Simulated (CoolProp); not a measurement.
Cyclopentane along the isobar 1.17 MPa: fugacity coefficient from the reference equation and from simpler models built on Tc = 238.6 °C, pc = 4.583 MPa, ω = 0.202; each cubic takes its own stable root.

Computed with CoolProp (reference Helmholtz-energy equation of state, Gedanitz 2015).

```tsv
T (°C)	phase	reference	van der Waals	Redlich-Kwong	Soave-Redlich-Kwong	Peng-Robinson
-62.55	liquid	0.0002136	0.02759	0.0004008	0.0002041	0.0002380
-41.25	liquid	0.001146	0.05723	0.002141	0.001096	0.001217
-19.95	liquid	0.004443	0.1046	0.008018	0.004272	0.004581
1.45	liquid	0.01354	0.1740	0.02325	0.01314	0.01372
22.75	liquid	0.03398	0.2673	0.05514	0.03329	0.03408
44.05	liquid	0.07346	0.3863	0.1125	0.07273	0.07335
65.35	liquid	0.1410	0.5311	0.2037	0.1410	0.1406
86.65	liquid	0.2455	0.7003	0.3358	0.2478	0.2453
107.95	liquid	0.3948	0.8482	0.5123	0.4016	0.3953
```

At some of these states van der Waals gives the other phase, because its saturation line lies elsewhere.
